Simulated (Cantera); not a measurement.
A perfectly stirred reactor is fed with C3H8 : O2 : N2 = 1 : 4.55 : 22.7 (molar parts), equivalence ratio 1.1, at 10.0 bar; it is adiabatic with a 775 K inlet, and is followed from long to short residence time, starting on the burning branch (τ in s: 0.059, 0.032, 0.017, 0.009, 0.0048, 0.0025, 0.0014, 0.00072, 0.00038, 0.0002, 0.00011, 5.8e-05, 3.1e-05).

Detailed kinetics in Cantera: GRI-Mech 3.0 (53 species, 325 reactions). GRI-Mech 3.0 was tuned for natural gas; its chemistry of propane as a main component is partial and can be far from experiment.

Question: What does this change do: pressure from 10.0 bar to 0.470 bar?

Answer: 
| quantity | before | after |
|---|---|---|
| blow-out, bracketed by the residence times tried | burning at 31.0 µs, the shortest tried | burning at 0.110 ms, out at 58.0 µs |
| x(C3H8) at τ = 59.0 ms | 5.41e-8 | 3.33e-7 |
| x(O2) at τ = 59.0 ms | 0.000329 | 0.00452 |
| x(N2O) at τ = 59.0 ms | 1.15e-7 | 5.63e-8 |
| x(H2O) at τ = 59.0 ms | 0.127 | 0.119 |
| x(NO) at τ = 59.0 ms | 0.000547 | 0.000868 |
| x(C3H8) at τ = 1.40 ms | 1.55e-6 | 8.11e-6 |
| x(O2) at τ = 1.40 ms | 0.00192 | 0.0122 |
| x(N2O) at τ = 1.40 ms | 2.91e-7 | 3.98e-8 |
| x(H2O) at τ = 1.40 ms | 0.124 | 0.108 |
| x(NO) at τ = 1.40 ms | 0.000514 | 0.000162 |
